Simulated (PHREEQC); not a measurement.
Solution (25 °C): 5.3e-05 mol Pb(NO3)2 and 6.2e-06 mol NaCl per kg of water. Closed to the air; pH follows from the charge balance.

The numbers come from PHREEQC with the ion-association model, phreeqc.dat.

pH: 6.01
ionic strength: 0.000164 mol/kgw

```csv
species,molality,activity,log γ
NO3-,0.000106,0.000104,-0.006
Pb+2,5.19e-5,4.89e-5,-0.026
Na+,6.20e-6,6.11e-6,-0.006
Cl-,6.19e-6,6.10e-6,-0.006
H+,9.97e-7,9.83e-7,-0.006
PbOH+,9.85e-7,9.71e-7,-0.006
PbNO3+,7.67e-8,7.55e-8,-0.006
PbCl+,1.21e-8,1.19e-8,-0.006
OH-,1.04e-8,1.03e-8,-0.006
Pb2OH+3,1.22e-9,1.06e-9,-0.058
```

No solid was allowed to form. Complexes and solids missing from the database can't appear.
